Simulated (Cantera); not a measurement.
A closed system holds: 1 mol Si2Cl6, 0.034 mol HCl, 310 mol H2, held at 0.530 bar.

Cantera equilibrium calculation (NASA polynomials, part measured and part estimated; ideal gas, pure solids and liquids). Candidate condensed phases: Si; 19 gas species. The feed counts by its element totals alone. The tables' values for SiCl3 are old estimates; treat these amounts as uncertain. Equilibrium is a limit: real reactors are often held back by kinetics, nucleation or transport.

log p: log10 of the partial pressure in bar; n: condensed amount in mol.

| T (K) | log p H2 | log p HCl | log p SiHCl3 | log p SiCl4 | log p SiCl2 | n Si(s) |
|---|---|---|---|---|---|---|
| 948 | -0.28 | -2.76 | -2.87 | -3.00 | -5.06 | 0.485 |
| 1023 | -0.28 | -2.50 | -2.95 | -3.10 | -4.47 | 0.724 |
| 1098 | -0.28 | [?] | [?] | [?] | [?] | [?] |
| 1173 | -0.28 | [?] | [?] | [?] | [?] | [?] |
| 1248 | -0.28 | -2.09 | -3.67 | -4.02 | -3.49 | 1.54 |
| 1323 | -0.28 | -2.05 | -4.08 | -4.55 | -3.39 | 1.64 |
| 1398 | -0.28 | -2.04 | -4.50 | -5.10 | -3.34 | 1.67 |

Some entries are withheld; supply them.


- 1173, log p HCl: -2.16
- 1173, log p SiHCl3: -3.33
- 1173, log p SiCl4: -3.57
- 1173, log p SiCl2: -3.68
- 1173, n Si(s): 1.33
- 1098, log p HCl: -2.30
- 1098, log p SiHCl3: -3.09
- 1098, log p SiCl4: -3.27
- 1098, log p SiCl2: -4.01
- 1098, n Si(s): 1.03
